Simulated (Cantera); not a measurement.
What does this Cantera script print?

```python
import numpy as np
import cantera as ct

gas_names = """
    CL CL2 H HCL H2 Si SiCL SiCL2 SiCL3 SiCL4 SiH SiHCL3 SiH2 SiH2CL2 SiH3 SiH3CL SiH4 Si2 Si3
""".split()
cond_names = """
    Si(cr) Si(L)
""".split()


# ... load() reads the species with a 1 bar reference pressure and builds the phases ...
atoms = {
    'SiH4': {'Si': 1, 'H': 4},
    'Cl2': {'CL': 2},
    'H2': {'H': 2},
}
top_T = {}  # K; cautious upper limits of use, not melting points


# ... equilibrate(T, P, feed) seeds the gas with the atoms and calls Mixture.equilibrate('TP', solver="vcs", rtol=1e-11, max_steps=5000) ...
results = []
feed = {'SiH4': 1, 'Cl2': 0.037, 'H2': 580}  # mol
T = 948  # K
P = 101325  # Pa
mix = equilibrate(T, P, feed)
results.append((T, P, feed, dict(zip(mix.species_names, mix.species_moles))))
print(gas.report(threshold=1e-05))
for i in range(1, mix.n_phases):
    print(f"{mix.phase(i).name:16s} {mix.phase_moles(i):12.5e} mol")
```

Result:

```
       temperature   948 K
          pressure   1.0132e+05 Pa
           density   0.025973 kg/m^3
  mean mol. weight   2.0205 kg/kmol
   phase of matter   gas

                          1 kg             1 kmol
                     ---------------   ---------------
          enthalpy        9.4569e+06        1.9107e+07  J
   internal energy        5.5557e+06        1.1225e+07  J
           entropy             81435        1.6453e+05  J/K
    Gibbs function       -6.7743e+07       -1.3687e+08  J
 heat capacity c_p             14900             30104  J/K
 heat capacity c_v             10785             21790  J/K

                      mass frac. Y      mole frac. X     chem. pot. / RT
                     ---------------   ---------------   ---------------
               HCL         0.0022284         0.0001235           -44.842
                H2           0.99767           0.99987           -17.361
     [  +17 minor]        0.00010156        2.4831e-06

Si(cr)            9.98555e-01 mol
```

Cantera equilibrium calculation (NASA polynomials, part measured and part estimated; ideal gas, pure solids and liquids).
